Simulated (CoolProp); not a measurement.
The numbers come from the reference Helmholtz-energy equation of state, Tillner-Roth 1997 in CoolProp.

Question: Give the vapour pressure (kPa), vapour Z, surface tension (mN/m), liquid viscosity (µPa s) of saturated CH2F2 (R32) at 294, 302.8 K.

Answer: 
```
T (K)  p (kPa)  vapour Z  surface tension (mN/m)  liquid viscosity (µPa s)
-----  -------  --------  ----------------------  ------------------------
294       1510     0.767                    7.46                       118
302.8     1910     0.728                    6.06                       105
```

Viscosity comes from a separate model (Bell 2016), an estimate that may be off by 10 % or more. Surface tension comes from a separate correlation (Mulero 2012).
